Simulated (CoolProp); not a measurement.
c-C4F8 (RC318) at 464.76 K and 0.166 MPa flows at 2.4 m/s in a round tube of 10 mm bore and 15 µm roughness, fully developed (64/Re and Nu = 3.66 if laminar; Colebrook and Gnielinski if turbulent). Each further row changes one setting.

Computed with CoolProp (reference Helmholtz-energy equation of state, Platzer 1990). This equation is an older, rougher fit.

```json
[
 {"case": "as stated", "Reynolds number": "11700", "Darcy friction factor": "…", "pressure drop (Pa/m)": "80.1", "heat-transfer coefficient (W/(m² K))": "88.7", "mass flow (kg/h)": "5.89"},
 {"case": "velocity 4.8 m/s", "Reynolds number": "23400", "Darcy friction factor": "0.0281", "pressure drop (Pa/m)": "281", "heat-transfer coefficient (W/(m² K))": "…", "mass flow (kg/h)": "11.8"},
 {"case": "diameter 20 mm", "Reynolds number": "23400", "Darcy friction factor": "…", "pressure drop (Pa/m)": "33.3", "heat-transfer coefficient (W/(m² K))": "76.1", "mass flow (kg/h)": "23.6"}
]
```

**Question.** Fill in the missing entries.

**Answer.** 
- as stated, Darcy friction factor: 0.0320
- velocity 4.8 m/s, heat-transfer coefficient (W/(m² K)): 162
- diameter 20 mm, Darcy friction factor: 0.0266

Viscosity comes from a separate model (Huber 2003), an estimate that may be off by 10 % or more. Thermal conductivity comes from a separate model (Huber 2003), an estimate that may be off by 10 % or more.
